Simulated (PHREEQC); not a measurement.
Consider water at 20 °C with 1.1 mmol/kgw CaCl2, 1.9 mmol/kgw Na2HPO4 and 0.18 mmol/kgw MgSO4. Closed to the air; pH follows from the charge balance.

All values are PHREEQC results (ion-association model, phreeqc.dat), not measurements.

No solid was allowed to form.

### Question
Order these Mg species by the share of Mg that they hold, largest first: MgHPO4, MgH2PO4+, MgPO4-, Mg+2, MgSO4.

### Answer
Mg+2 (61 %), MgHPO4 (28 %), MgPO4- (10 %), MgSO4 (1.0 %), MgH2PO4+ (0.14 %)

### Question
Order these Ca species by the share of Ca that they hold, largest first: CaPO4-, CaSO4, Ca+2, CaHPO4, CaH2PO4+.

### Answer
Ca+2 (68 %), CaHPO4 (23 %), CaPO4- (8.4 %), CaSO4 (0.94 %), CaH2PO4+ (0.12 %)

The pH is 8.20 and the ionic strength 0.00790 mol/kgw. Examples of supersaturated solids here: Hydroxyapatite. Others may be too. Species that the database lacks are ignored.
